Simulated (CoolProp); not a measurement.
o-xylene along the isotherm 499.8 K: Z from the reference equation and from simpler models built on Tc = 630.3 K, pc = 3737 kPa, ω = 0.312; each cubic takes its own stable root.

Model: reference Helmholtz-energy equation of state, Zhou 2012, in CoolProp.

| p (kPa) | phase | reference | van der Waals | Redlich-Kwong | Soave-Redlich-Kwong | Peng-Robinson |
|---|---|---|---|---|---|---|
| 59.1 | gas | 0.9868 | 0.9918 | 0.9896 | 0.9885 | 0.9878 |
| 105 | gas | 0.9763 | 0.9854 | 0.9814 | 0.9794 | 0.9781 |
| 187 | gas | 0.9569 | 0.9737 | 0.9664 | 0.9629 | 0.9605 |
| 332 | gas | 0.9208 | 0.9523 | 0.9390 | 0.9323 | 0.9282 |
| 1050 | liquid | 0.03933 | 0.8291 | 0.04801 | 0.04521 | 0.03986 |
| 1870 | liquid | 0.06976 | 0.1200 | 0.08458 | 0.07995 | 0.07055 |
| 3320 | liquid | 0.1230 | 0.2073 | 0.1476 | 0.1403 | 0.1240 |
| 5910 | liquid | 0.2167 | 0.3559 | 0.2562 | 0.2453 | 0.2172 |
| 10500 | liquid | 0.3788 | 0.6058 | 0.4397 | 0.4246 | 0.3769 |
| 18700 | liquid | 0.6591 | 1.028 | 0.7494 | 0.7301 | 0.6501 |

At some of these states van der Waals gives the other phase, because its saturation line lies elsewhere.
